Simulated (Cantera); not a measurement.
Source: NASA polynomial tables (part measured, part estimated), evaluated in Cantera. Values are per mole of reaction as written; species without (g) are pure solids or liquids, kept so even where they would boil at 1 bar.

2 Pb + O2(g) → 2 PbO, with ΔH° = -438.8 kJ and ΔS° = -202.0 J/K at 300 K.

How far is the shortcut ΔG° ≈ ΔH°(300 K) − T·ΔS°(300 K) from the full temperature-dependent value at 525, 625, 725, 825, 925, 1025, 1125 K?


| T (K) | shortcut (kJ) | full (kJ) | difference (kJ) | difference in log10 K | condensed phases |
|---|---|---|---|---|---|
| 525 | -332.7 | -333.6 | 0.9 | -0.09 | Pb(s), PbO(red) |
| 625 | -312.5 | -314.0 | 1.5 | -0.12 | Pb(l), PbO(red) |
| 725 | -292.3 | -293.5 | 1.2 | -0.08 | Pb(l), PbO(red) |
| 825 | -272.1 | -273.3 | 1.2 | -0.07 | Pb(l), PbO(yellow) |
| 925 | -251.9 | -253.3 | 1.4 | -0.08 | Pb(l), PbO(yellow) |
| 1025 | -231.7 | -233.5 | 1.8 | -0.09 | Pb(l), PbO(yellow) |
| 1125 | -211.5 | -213.9 | 2.4 | -0.11 | Pb(l), PbO(yellow) |
The shortcut ignores heat capacities and the phase changes listed.
